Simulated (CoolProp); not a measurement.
Model: reference Helmholtz-energy equation of state, Lemmon 2006, in CoolProp. It is a short technical equation, of lower accuracy than the large ones.

Q: Give the vapour pressure (MPa), vapour density (kg/m³), enthalpy of vaporisation (kJ/kg), liquid cp (kJ/(kg K)) of saturated carbon monoxide at 92.2, 110.7 K.

A: 
```
T (K)  p (MPa)  vapour density (kg/m³)  enthalpy of vaporisation (kJ/kg)  liquid cp (kJ/(kg K))
-----  -------  ----------------------  --------------------------------  ---------------------
92.2     0.291                    11.6                               199                   2.21
110.7     1.11                    43.7                               159                   2.58
```
